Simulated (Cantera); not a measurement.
N2O furnace oxynitridation

An isothermal, constant-pressure homogeneous reactor starts with N₂O : H₂O = 1 : 0.12 (molar parts), at 1350 K and 15000 Pa.

Computed with Cantera and GRI-Mech 3.0 (53 species, 325 reactions). GRI-Mech 3.0 was tuned for natural gas; its chemistry of N2O as a main component is partial and can be far from experiment. The mechanism lacks the step 2 NO + O2 → 2 NO2, which can matter for NO2 below about 1400 K. The temperature is held fixed by assumption; the heat of reaction is taken as removed at once.

```tsv
t (s)	x N₂O	x H₂O	x N₂	x NO₂	x H	x OH	x H₂
5.00e-6	0.893	0.107	4.17e-6	<1e-12	5.29e-12	1.16e-7	<1e-12
3.11e-5	0.893	0.107	3.19e-5	6.58e-12	1.27e-9	3.20e-6	1.02e-10
0.000194	0.892	0.107	0.000248	1.66e-8	2.37e-8	3.61e-5	3.15e-8
0.00121	0.890	0.107	0.00169	7.63e-6	8.00e-8	0.000109	9.94e-7
0.00750	0.876	0.106	0.0109	0.000162	8.71e-8	0.000128	2.03e-6
0.0467	0.795	0.103	0.0632	0.000689	7.76e-8	0.000145	1.05e-6
0.290	0.466	0.0913	0.276	0.000700	8.66e-8	0.000148	8.87e-7
1.81	0.0426	0.0756	0.551	0.000196	7.50e-8	0.000105	8.76e-7
11.2	9.75e-6	0.0741	0.580	0.000291	1.72e-9	2.72e-5	7.59e-8
70.0	1.08e-6	0.0741	0.580	0.000292	1.70e-9	2.71e-5	7.56e-8
```
x: mole fraction; the columns are a selection and need not sum to one.

Equilibrium at this temperature and pressure: N₂O 1.30e-8, H₂O 0.0741, N₂ 0.617, NO₂ 2.43e-6, H 1.65e-9, OH 2.80e-5, H₂ 7.08e-8 (gas phase only).
